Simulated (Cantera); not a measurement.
Thermodynamics of boron, boron nitride and boron oxide, feed B2H6 + NH3 + H2

Charge: 1 mol B2H6, 0.24 mol NH3, 1.8 mol H2, at 1475 °C and 1.00 bar.

Cantera equilibrium calculation (NASA polynomials, part measured and part estimated; ideal gas, pure solids and liquids). Candidate condensed phases: B, BN; 15 gas species. The feed counts by its element totals alone. Mutual solubility and eutectic melting of coexisting phases are not modelled. The tables' values for BH2 are old estimates; treat these amounts as uncertain. Gases not in the tables: B2H6 and higher boranes. Kinetics and transport are ignored.

The x(H2) is 1.000, the x(H) is 0.000228 and the x(BH2) comes out as 8.88e-5. The x(BH3) comes out as 1.68e-5 and the x(N2) comes out as 1.58e-6. The n(B(s)) comes out as 1.76 mol and the n(BN(s)) comes out as 0.240 mol. The gas amount is 5.161 mol.
